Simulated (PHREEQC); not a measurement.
Dissolve 91 mmol/kgw CaCl2, 0.12 mmol/kgw NaF and 6.5 mmol/kgw NaCl at 25 °C. Closed to the air; pH follows from the charge balance.

Equilibrium calculation in PHREEQC: ion-association model, phreeqc.dat.

Each row changes one thing in this solution. Precipitation was switched off in this run.

| case | pH | NaF (mol/kgw) | CaOH+ (mol/kgw) | HF (mol/kgw) | SI of Fluorite (CaF2) | SI of Halite (NaCl) |
|---|---|---|---|---|---|---|
| as made | 6.91 | 2.13e-7 | 4.91e-8 | 1.40e-8 | +0.85 | -4.77 |
| NaF replaced by HF at the same molality | [?] | [?] | 6.92e-11 | 9.19e-6 | +0.78 | -4.78 |
| NaCl from 0.0065 to 0.00065 mol/kgw | 6.91 | 2.49e-8 | 4.94e-8 | 1.41e-8 | +0.85 | -5.72 |
| 0.028 mol/kgw KCl added | 6.91 | 2.08e-7 | 4.81e-8 | 1.38e-8 | +0.83 | -4.72 |
| CaCl2 from 0.091 to 0.0819 mol/kgw | 6.92 | [?] | 4.59e-8 | 1.41e-8 | [?] | -4.81 |
| CaCl2 from 0.091 to 0.0091 mol/kgw | 7.00 | 3.20e-7 | 9.32e-9 | [?] | +0.28 | -5.51 |

Question: Some entries are withheld; supply them.

Answer: 
- NaF replaced by HF at the same molality, pH: 4.06
- NaF replaced by HF at the same molality, NaF (mol/kgw): 1.93e-7
- CaCl2 from 0.091 to 0.0819 mol/kgw, NaF (mol/kgw): 2.18e-7
- CaCl2 from 0.091 to 0.0819 mol/kgw, SI of Fluorite (CaF2): +0.82
- CaCl2 from 0.091 to 0.0091 mol/kgw, HF (mol/kgw): 1.49e-8

Some of these states are supersaturated (in Fluorite, for instance).
